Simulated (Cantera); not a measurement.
Source: NASA polynomial tables (part measured, part estimated), evaluated in Cantera. Values are per mole of reaction as written; species without (g) are pure solids or liquids, kept so even where they would boil at 1 bar.

a) 0.8 V + O2(g) → 0.4 V2O5
b) Zr + O2(g) → ZrO2(g)
c) 4 Al + O2(g) → 2 Al2O(g)
d) V + O2(g) → VO2(g)
e) 2 H2(g) + O2(g) → 2 H2O(g)
f) 1.143 Ti + O2(g) → 0.2857 Ti4O7

Order these by ΔG° at 300 K, most negative first.

f (-918 kJ), a (-567 kJ), e (-457 kJ), c (-346 kJ), b (-295 kJ), d (-242 kJ)
